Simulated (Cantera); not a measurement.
A perfectly stirred reactor is fed with CH4 : N2 = 1 : 35 (molar parts), at 0.560 bar; it is held at 1425 K, and followed from long to short residence time.

Detailed kinetics in Cantera: GRI-Mech 3.0 (53 species, 325 reactions). GRI-Mech 3.0 stops at C3 and has no aromatics, soot or wall deposition, so with more carbon than oxygen in the feed, carbon stays in small species such as C2H2 where larger ones or solid carbon would form.

x: mole fraction; the columns are a selection and need not sum to one.

| τ (s) | x CH4 | x H | x C2H | x CH3 | x HCN |
|---|---|---|---|---|---|
| 2.9 | 0.0211 | 4.50e-7 | 1.66e-10 | 1.95e-5 | 1.30e-9 |
| 1.3 | 0.0237 | (withheld) | 1.04e-10 | (withheld) | 5.19e-10 |
| 0.62 | 0.0254 | 1.85e-7 | 5.83e-11 | 2.71e-5 | 1.92e-10 |
| 0.29 | 0.0265 | 9.98e-8 | 2.51e-11 | 2.89e-5 | 5.47e-11 |
| 0.13 | 0.0272 | 4.33e-8 | 6.91e-12 | 2.73e-5 | 1.04e-11 |
| 0.062 | 0.0276 | 1.88e-8 | 1.48e-12 | 2.26e-5 | 1.94e-12 |
| 0.029 | 0.0277 | (withheld) | <1e-12 | (withheld) | <1e-12 |
| 0.013 | 0.0277 | 5.79e-9 | <1e-12 | 1.13e-5 | <1e-12 |
| 0.0062 | 0.0278 | 4.53e-9 | <1e-12 | 7.45e-6 | <1e-12 |
| 0.0029 | 0.0278 | 3.97e-9 | <1e-12 | 4.41e-6 | <1e-12 |

Problem. Some entries are withheld; supply them.

Solution. 
- 1.3, x H: 2.96e-7
- 1.3, x CH3: 2.37e-5
- 0.029, x H: 9.31e-9
- 0.029, x CH3: 1.67e-5
